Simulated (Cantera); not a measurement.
Cantera run:

```python
import numpy as np
import cantera as ct

gas_names = [...]  # 97 gases of nasa_gas.yaml made of Al, C, H, N
cond_names = """
    AL(cr) AL(L) ALN(s) C(gr) C6H6(L) C7H8(L) C8H18(L),n-octa
""".split()


# ... load() reads the species with a 1 bar reference pressure and builds the phases ...
atoms = {
    'Al(CH3)3': {'AL': 1, 'C': 3, 'H': 9},
    'NH3': {'N': 1, 'H': 3},
    'N2': {'N': 2},
}
top_T = {'ALN(s)': 2750, 'C(gr)': 4500}  # K; cautious upper limits of use, not melting points


# ... equilibrate(T, P, feed) seeds the gas with the atoms and calls Mixture.equilibrate('TP', solver="vcs", rtol=1e-11, max_steps=5000) ...
results = []
feed = {'Al(CH3)3': 1, 'NH3': 240, 'N2': 3.9}  # mol
T = 1973.15  # K
P = 440  # Pa
mix = equilibrate(T, P, feed)
results.append((T, P, feed, dict(zip(mix.species_names, mix.species_moles))))
print(gas.report(threshold=1e-05))
for i in range(1, mix.n_phases):
    print(f"{mix.phase(i).name:16s} {mix.phase_moles(i):12.5e} mol")
```

Result:

```
       temperature   1973.2 K
          pressure   440 Pa
           density   0.00023191 kg/m^3
  mean mol. weight   8.6469 kg/kmol
   phase of matter   gas

                          1 kg             1 kmol
                     ---------------   ---------------
          enthalpy        6.7031e+06        5.7961e+07  J
   internal energy        4.8058e+06        4.1555e+07  J
           entropy             29456         2.547e+05  J/K
    Gibbs function       -5.1418e+07        -4.446e+08  J
 heat capacity c_p            3984.4             34453  J/K
 heat capacity c_v            3022.9             26139  J/K

                      mass frac. Y      mole frac. X     chem. pot. / RT
                     ---------------   ---------------   ---------------
                AL         0.0062163         0.0019922           -13.967
               ALH        0.00010822        3.3432e-05           -26.558
    C2H2,acetylene         0.0011294        0.00037505           -30.873
                 H         0.0020234          0.017357           -12.592
               HCN          0.015779         0.0050483           -32.294
               HNC        0.00085346        0.00027306           -32.294
                H2           0.16941            0.7266           -25.183
                N2           0.80447           0.24831           -33.714
     [  +89 minor]        1.3463e-05        4.6956e-06

AL(L)             0.00000e+00 mol
ALN(s)            0.00000e+00 mol
C(gr)             0.00000e+00 mol
```

Method: chemical equilibrium by Gibbs-energy minimisation in Cantera with the NASA 1993 tables (ideal gas, pure condensed phases). The feed counts by its element totals alone.
